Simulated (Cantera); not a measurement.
A perfectly stirred reactor is fed with H2 : O2 = 0.042 : 1 (molar parts), equivalence ratio 0.021, at 1330 Pa; it is held at 1125 K, and followed from long to short residence time.

Computed with Cantera and the H2/O2 subset of GRI-Mech 3.0, which has no nitrogen chemistry. Radical loss at walls, strong at low pressure, is not modelled. The temperature is held fixed by assumption; the heat of reaction is taken as removed at once.

Q: What does this change do: pressure from 1330 Pa to 3800 Pa?

A: 
| quantity | before | after |
|---|---|---|
| x(H2) at τ = 0.680 s | 0.000229 | 0.000158 |
| x(O2) at τ = 0.680 s | 0.955 | 0.958 |
| x(H2O2) at τ = 0.680 s | 7.49e-8 | 1.52e-7 |
| x(H2O) at τ = 0.680 s | 0.0403 | 0.0407 |
| x(OH) at τ = 0.680 s | 0.000806 | 0.000403 |
| x(H2) at τ = 18.0 ms | 0.00195 | 0.00125 |
| x(O2) at τ = 18.0 ms | 0.940 | 0.951 |
| x(H2O2) at τ = 18.0 ms | 1.24e-7 | 3.21e-7 |
| x(H2O) at τ = 18.0 ms | 0.0354 | 0.0384 |
| x(OH) at τ = 18.0 ms | 0.00242 | 0.00147 |
